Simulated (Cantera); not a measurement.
Charge: 1 mol CH₃F, 1.5 mol HCl, equilibrated at 352 °C and 1.88 Torr.

These are equilibrium values from Cantera (NASA tables, ideal gas, pure condensed phases), not measurements of a reactor. Candidate condensed phases: C, C₆H₆, C₇H₈, C₈H₁₈; 118 gas species. Equilibrium is a limit: real reactors are often held back by kinetics, nucleation or transport.

**Question.** What is the equilibrium state?

**Answer.** 
```
Item               Result
--------------  ---------
x(HCl)              0.432
x(HF)               0.288
x(H₂)               0.271
x(CH₄)            0.00885
n(C(graphite))  0.969 mol
gas amount      3.469 mol
```
